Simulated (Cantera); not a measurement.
What does this Cantera script print?

```python
import numpy as np
import cantera as ct

gas = ct.Solution("gri30.yaml")
gas.TPX = 1850, 26000, {'CH4': 0.049, 'H2': 1, 'N2': 0.00021}
reactor = ct.IdealGasConstPressureReactor(gas, energy="off", clone=False)
net = ct.ReactorNet([reactor])
net.rtol, net.atol = 1e-08, 1e-18
show = ['CH4', 'H2', 'HCN', 'C2H2', 'C2H4', 'C2H']
times = np.geomspace(2e-05, 3, 15)

steps = ct.SolutionArray(gas, extra=["t"])
rows = []
print(f"{'t/s':>10s}{'T/K':>9s}{'P/Pa':>11s}" + "".join(f"{s:>11s}" for s in show))
for t in times:
    while net.time < t:
        t_next = net.step()
        steps.append(gas.state, t=t_next)
    rows.append([np.interp(t, steps.t, y) for y in (steps.T, steps.P, *steps(*show).X.T)])
    print(f"{t:10.3e}{rows[-1][0]:9.1f}{rows[-1][1]:11.4g}" + "".join(f"{x:11.3e}" for x in rows[-1][2:]))
rate = np.gradient(steps.T, steps.t)
print("integrator steps:", len(steps.t))
if steps.T.max() > steps.T[0] + 200:
    print(f"time of steepest temperature rise: {steps.t[rate.argmax()]:.4e} s")
gas.TPX = 1850, 26000, {'CH4': 0.049, 'H2': 1, 'N2': 0.00021}
gas.equilibrate("TP")
print(f"equilibrium (TP): T = {gas.T:.1f} K  " + "  ".join(f"{s} {gas[s].X[0]:.3e}" for s in show))
```

Output:

```
       t/s      T/K       P/Pa        CH4         H2        HCN       C2H2       C2H4        C2H
 2.000e-05   1850.0    2.6e+04  4.666e-02  9.531e-01  1.177e-17  3.582e-11  8.421e-09  1.492e-17
 4.685e-05   1850.0    2.6e+04  4.661e-02  9.530e-01  1.529e-16  1.442e-09  1.155e-07  1.405e-15
 1.098e-04   1850.0    2.6e+04  4.649e-02  9.529e-01  3.557e-15  6.402e-08  1.508e-06  1.447e-13
 2.572e-04   1850.0    2.6e+04  4.620e-02  9.527e-01  9.354e-14  2.989e-06  1.716e-05  1.493e-11
 6.024e-04   1850.0    2.6e+04  4.549e-02  9.526e-01  1.668e-12  8.971e-05  1.037e-04  8.036e-10
 1.411e-03   1850.0    2.6e+04  4.380e-02  9.532e-01  1.105e-11  7.665e-04  1.751e-04  8.162e-09
 3.306e-03   1850.0    2.6e+04  4.027e-02  9.551e-01  3.508e-11  2.501e-03  1.599e-04  2.692e-08
 7.746e-03   1850.0    2.6e+04  3.381e-02  9.585e-01  8.551e-11  5.678e-03  1.300e-04  6.173e-08
 1.815e-02   1850.0    2.6e+04  2.445e-02  9.635e-01  1.803e-10  1.027e-02  9.930e-05  1.134e-07
 4.251e-02   1850.0    2.6e+04  1.469e-02  9.687e-01  3.329e-10  1.504e-02  8.368e-05  1.691e-07
 9.960e-02   1850.0    2.6e+04  7.551e-03  9.724e-01  5.411e-10  1.853e-02  8.322e-05  2.114e-07
 2.333e-01   1850.0    2.6e+04  3.635e-03  9.745e-01  7.947e-10  2.044e-02  8.705e-05  2.353e-07
 5.466e-01   1850.0    2.6e+04  1.956e-03  9.754e-01  1.108e-09  2.125e-02  8.959e-05  2.457e-07
 1.281e+00   1850.0    2.6e+04  1.508e-03  9.757e-01  1.607e-09  2.147e-02  9.037e-05  2.485e-07
 3.000e+00   1850.0    2.6e+04  1.477e-03  9.757e-01  2.749e-09  2.149e-02  9.042e-05  2.487e-07
integrator steps: 878
equilibrium (TP): T = 1850.0 K  CH4 1.471e-03  H2 9.757e-01  HCN 3.536e-04  C2H2 2.131e-02  C2H4 8.969e-05  C2H 2.467e-07
```

Cantera simulation using GRI-Mech 3.0 (53 species, 325 reactions); the numbers are that mechanism's predictions, not measurements. GRI-Mech 3.0 stops at C3 and has no aromatics, soot or wall deposition, so with more carbon than oxygen in the feed, carbon stays in small species such as C2H2 where larger ones or solid carbon would form.
